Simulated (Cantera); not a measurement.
Input: 1 mol Si, 8.1 mol F2, 7.2 mol HCl, equilibrated at 1225 °C and 2.85 Torr.

Method: chemical equilibrium by Gibbs-energy minimisation in Cantera with the NASA 1993 tables (ideal gas, pure condensed phases). Candidate condensed phases: Si; 37 gas species. The numbers say what is thermodynamically allowed, not how fast it happens.

Base state: HF 0.404, Cl 0.209, F 0.186, ClF 0.0950, SiF4 0.0561, Cl2 0.0499, F2 1.79e-5, HCl 1.53e-5 (mole fractions); condensed: gas only.

Question: What changes in the equilibrium state with this change: pressure from 2.85 Torr to 100 Torr?

Answer: 
```tsv
species	before	after
HF	0.404	0.475
ClF	0.0950	0.263
Cl2	0.0499	0.0834
Cl	0.209	0.0456
F	0.186	0.0670
SiF4	0.0561	0.0660
F2	1.79e-5	8.20e-5
HCl	1.53e-5	1.09e-5
```
